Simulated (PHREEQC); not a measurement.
Model water analysis in mg/L, 25 °C, pH 5.5, pe 2:

```csv
constituent,mg/L
Na,1.1
K,0.395
Ca,4.8
Mg,0.629
Cl,3.34
S(6) as SO4,4.61
Alkalinity as HCO3,9.41
Sr,0.109
Br,0.0431
```

Cl is adjusted to close the charge balance.
Valence states are taken as typed.

Equilibrium calculation in PHREEQC: ion-association model, phreeqc.dat.

```yaml
ionic_strength: 0.000545 mol/kgw
```

```csv
species,molality,activity,log γ
CO2,0.00109,0.00109,0.000
HCO3-,0.000157,0.000153,-0.011
Ca+2,0.000119,0.000107,-0.046
Cl-,0.000101,9.83e-5,-0.012
Na+,4.78e-5,4.66e-5,-0.012
SO4-2,4.69e-5,4.22e-5,-0.046
Mg+2,2.56e-5,2.31e-5,-0.046
K+,1.01e-5,9.83e-6,-0.012
H+,3.24e-6,3.16e-6,-0.011
Sr+2,1.23e-6,1.11e-6,-0.046
CaSO4,8.02e-7,8.02e-7,0.000
Br-,5.39e-7,5.25e-7,-0.012
MgSO4,2.28e-7,2.28e-7,0.000
CaHCO3+,2.14e-7,2.09e-7,-0.011
```

No solid was allowed to form.
